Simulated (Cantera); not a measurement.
**Thermodynamics of abatement and gas-phase synthesis, feed NF3 + H2**

Input: 1 mol NF3, 3.5 mol H2, equilibrated at 1.33 mbar.

Equilibrium computed with Cantera from the NASA thermochemical tables; the gas is ideal and each condensed phase is pure. Equilibrium is a limit: real reactors are often held back by kinetics, nucleation or transport.

| T (°C) | x H | x HF | x H2 | x F | x N2 | x N |
|---|---|---|---|---|---|---|
| 2075 | 0.169 | 0.499 | 0.249 | 0.000464 | 0.0832 | 5.16e-7 |
| 2150 | 0.223 | 0.483 | 0.212 | 0.000867 | 0.0807 | 1.09e-6 |
| 2225 | 0.283 | 0.466 | 0.171 | 0.00160 | 0.0780 | 2.19e-6 |
| 2300 | 0.341 | 0.449 | 0.132 | 0.00292 | 0.0753 | 4.24e-6 |
| 2375 | 0.395 | 0.431 | 0.0961 | 0.00532 | 0.0727 | 7.88e-6 |
| 2450 | 0.439 | 0.413 | 0.0671 | 0.00964 | 0.0705 | 1.42e-5 |
| 2525 | 0.475 | 0.394 | 0.0455 | 0.0172 | 0.0685 | 2.47e-5 |
| 2600 | 0.503 | 0.371 | 0.0305 | 0.0297 | 0.0667 | 4.19e-5 |
| 2675 | 0.526 | 0.340 | 0.0205 | 0.0490 | 0.0647 | 6.90e-5 |
| 2750 | 0.548 | 0.299 | 0.0140 | 0.0758 | 0.0625 | 0.000110 |
| 2825 | 0.570 | 0.252 | 0.00969 | 0.109 | 0.0600 | 0.000172 |
| 2900 | 0.591 | 0.200 | 0.00683 | 0.144 | 0.0574 | 0.000262 |
| 2975 | 0.609 | 0.152 | 0.00486 | 0.179 | 0.0549 | 0.000392 |
x: gas mole fraction; nothing condenses.

From 2075 °C to 2975 °C nothing is condensed.
